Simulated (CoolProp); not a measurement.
Saturation properties of C3F8 (R218).

The numbers come from the reference Helmholtz-energy equation of state, Lemmon 2006 in CoolProp. It is a short technical equation, of lower accuracy than the large ones.

| T (°C) | p (MPa) | liquid density (kg/m³) | vapour density (kg/m³) | enthalpy of vaporisation (kJ/kg) | liquid cp (kJ/(kg K)) |
|---|---|---|---|---|---|
| -21.45 | 0.1931 | 1550 | 18.90 | 99.25 | 1.012 |
| -12.45 | 0.2707 | 1511 | 26.19 | 95.49 | 1.035 |
| -3.55 | 0.3687 | 1471 | 35.45 | 91.50 | 1.061 |
| 5.35 | 0.4913 | 1429 | 47.23 | 87.17 | 1.091 |
| 14.25 | 0.6421 | 1384 | 62.17 | 82.43 | 1.125 |
| 23.25 | 0.8273 | 1334 | 81.40 | 77.12 | 1.166 |
| 32.15 | 1.047 | 1279 | 105.8 | 71.18 | 1.219 |
| 41.05 | 1.308 | 1218 | 138.0 | 64.31 | 1.295 |

It boils at -36.8 °C under 1 atm.
